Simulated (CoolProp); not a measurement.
Computed with CoolProp (reference Helmholtz-energy equation of state, McLinden 2015).

Question: Give the vapour pressure (MPa), vapour density (kg/m³), enthalpy of vaporisation (kJ/kg), liquid cp (kJ/(kg K)) of saturated the fluoroketone C6F12O (FK-5-1-12) at 243.1, 371.4 K.

Answer: 
```json
[
 {"T (K)": "243.1", "p (MPa)": "0.00199", "vapour density (kg/m³)": "0.313", "enthalpy of vaporisation (kJ/kg)": "110", "liquid cp (kJ/(kg K))": "1.09"},
 {"T (K)": "371.4", "p (MPa)": "0.428", "vapour density (kg/m³)": "53.4", "enthalpy of vaporisation (kJ/kg)": "71.1", "liquid cp (kJ/(kg K))": "1.19"}
]
```
